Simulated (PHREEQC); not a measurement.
## Phosphoric acid bath

Make-up at 9.5 °C: 0.0029 mol/kgw H3PO4 and 0.00044 mol/kgw HNO3. Closed to the air; pH follows from the charge balance.

Equilibrium calculation in PHREEQC: ion-association model, phreeqc.dat.

Each row changes one thing in this solution. Precipitation was switched off in this run.

```csv
case,pH,ionic strength (mol/kgw)
as made,2.59,0.00268
HNO3 from 0.00044 to 0.000484 mol/kgw,2.59,0.00272
HNO3 left out,2.66,0.00231
temperature from 9.5 to 60 °C,2.64,0.00242
temperature from 9.5 to 40 °C,2.62,0.00252
H3PO4 left out,3.37,0.000440
H3PO4 from 0.0029 to 0.00145 mol/kgw,2.80,0.00166
```

Away from 25 °C the constants follow the database's enthalpies or fits; those with neither stay at their 25 °C values.
